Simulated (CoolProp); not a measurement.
Vapour-liquid equilibrium of R143a (1) + isobutene (2) at -13.85 °C; x and y are mole fractions of (1).

The numbers come from the multi-fluid Helmholtz-energy mixture model, Lemmon and Jacobsen 2000 and Lemmon 2005; pair parameters Bell 2016 in CoolProp.

Problem. Give the bubble pressure and the first vapour's composition at x = 0.2, 0.5, 0.8. Is there an azeotrope?

Solution. x = 0.2: 209.2 kPa, y = 0.675; x = 0.5: 294.8 kPa, y = 0.814; x = 0.8: 353.3 kPa, y = 0.909. No azeotrope shows between x = 0.05 and 0.95.

The pair parameters rest on a limited set of measurements; away from them the model extrapolates.
